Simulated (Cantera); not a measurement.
A closed system holds: 1 mol HI, 2.3 mol H₂O, 0.72 mol H₂, at 2775 °C.

Method: chemical equilibrium by Gibbs-energy minimisation in Cantera with the NASA 1993 tables (ideal gas, pure condensed phases). Candidate condensed phases: H₂O, I₂; 12 gas species. The numbers say what is thermodynamically allowed, not how fast it happens.

Question: At 5.33 Torr, list the 5 most abundant gas species with their mole fractions, and the condensed phases.

Answer: H 0.576, O 0.180, I 0.111, H₂ 0.0708, OH 0.0362. Condensed: gas only.
